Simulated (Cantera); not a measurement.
**Reactions in the system Cl-F-Mg**

Source: NASA polynomial tables (part measured, part estimated), evaluated in Cantera. Values are per mole of reaction as written; species without (g) are pure solids or liquids, kept so even where they would boil at 1 bar.

Cl₂(g) + MgF₂ = F₂(g) + MgCl₂(g)

```
T (K)  ΔH° (kJ)  ΔS° (J/K)  ΔG° (kJ)  log10 K  condensed phases
-----  --------  ---------  --------  -------  ----------------
300       731.8      199.5     672.0  -117.00           MgF₂(s)
1373      713.5      175.8     472.2   -17.96           MgF₂(s)
1523      710.5      173.6     446.0   -15.30           MgF₂(s)
1673      647.1      132.5     425.4   -13.28           MgF₂(l)
1823      642.3      129.7     405.8   -11.63           MgF₂(l)
1973      637.5      127.2     386.5   -10.23           MgF₂(l)
2123      632.6      124.8     367.6    -9.04           MgF₂(l)
2273      627.7      122.6     349.0    -8.02           MgF₂(l)
```
